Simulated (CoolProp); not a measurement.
Vapour-liquid equilibrium of C2F6 (R116) (1) + R143a (2) at -94.05 °C; x and y are mole fractions of (1).

The numbers come from the multi-fluid Helmholtz-energy mixture model, Lemmon 2006 and Lemmon and Jacobsen 2000; pair parameters Bell 2016 in CoolProp.

```
x     bubble pressure, mixture model (MPa)  bubble pressure, Raoult's law (MPa)  y, mixture model  y, Raoult's law
----  ------------------------------------  -----------------------------------  ----------------  ---------------
0.05                               0.01330                             0.007204             0.602            0.273
0.15                               0.02398                              0.01058             0.796            0.557
0.25                               0.03003                              0.01396             0.847            0.704
0.35                               0.03321                              0.01734             0.868            0.793
0.45                               0.03481                              0.02071             0.879            0.854
0.55                               0.03565                              0.02409             0.885            0.897
0.65                               0.03629                              0.02747             0.891            0.930
0.75                               0.03703                              0.03084             0.901            0.955
0.85                               0.03799                              0.03422             0.920            0.976
0.95                               0.03898                              0.03760             0.962            0.993
```

The largest gap from Raoult's law is +126.7 % in bubble pressure, at x = 0.15. No azeotrope shows between x = 0.05 and 0.95.

The pair parameters rest on a limited set of measurements; away from them the model extrapolates. With so large a gap from Raoult's law the liquid may split in two, which this calculation doesn't test in full.
